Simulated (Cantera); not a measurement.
Feed: 1 mol Si, 1.5 mol H2, 0.56 mol HCl, equilibrated at 0.133 bar.

These are equilibrium values from Cantera (NASA tables, ideal gas, pure condensed phases), not measurements of a reactor. Candidate condensed phases: Si; 19 gas species. The tables' values for SiCl3, SiCl are old estimates; treat these amounts as uncertain. Gases not in the tables: Si2H6 and higher silanes. Kinetics and transport are ignored.

log p: log10 of the partial pressure in bar; n: condensed amount in mol.

```
T (°C)  log p H2  log p HCl  log p SiCl2  log p SiCl4  log p SiHCl3  n Si(s)  n Si(l)
------  --------  ---------  -----------  -----------  ------------  -------  -------
550        -0.91      -3.45        -5.95        -2.14         -2.51    0.849        0
650        -0.91      -2.97        -4.86        -2.14         -2.54    0.852        0
750        -0.92          ?            ?        -2.17         -2.57    0.857        0
850        -0.93          ?            ?            ?             ?    0.864        0
950        -0.94      -2.06        -2.79        -2.36         -2.75    0.870        0
1050       -0.95      -1.90        -2.42        -2.61         -2.95    0.869        0
1150       -0.96      -1.82        -2.20        -3.03         -3.28    0.862        0
1250       -0.97      -1.79        -2.10        -3.57         -3.70    0.857        0
1350       -0.97      -1.78        -2.05        -4.12         -4.12    0.853        0
1450       -0.97      -1.77        -2.04        -4.63         -4.51        0    0.853
```

Question: Complete the blanks.

Answer: 
- 850, log p HCl: -2.28
- 850, log p SiCl2: -3.32
- 850, log p SiCl4: -2.23
- 850, log p SiHCl3: -2.63
- 750, log p HCl: -2.59
- 750, log p SiCl2: -4.00
